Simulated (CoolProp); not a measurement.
Vapour-liquid equilibrium of R1234yf (1) + R227EA (2) at 0.81 MPa; x and y are mole fractions of (1).

Computed with CoolProp (multi-fluid Helmholtz-energy mixture model, Lemmon 2022 and Lemmon 2016; pair parameters Bell 2016).

Problem. Give the bubble temperature and the first vapour's composition at x = 0.425, 0.575, 0.725. Is there an azeotrope?

Solution. x = 0.425: 312.0 K, y = 0.495; x = 0.575: 309.9 K, y = 0.643; x = 0.725: 307.9 K, y = 0.779. No azeotrope shows between x = 0.05 and 0.95.

Pair parameters are fitted to limited data, so mixtures are less certain than the pure fluids.
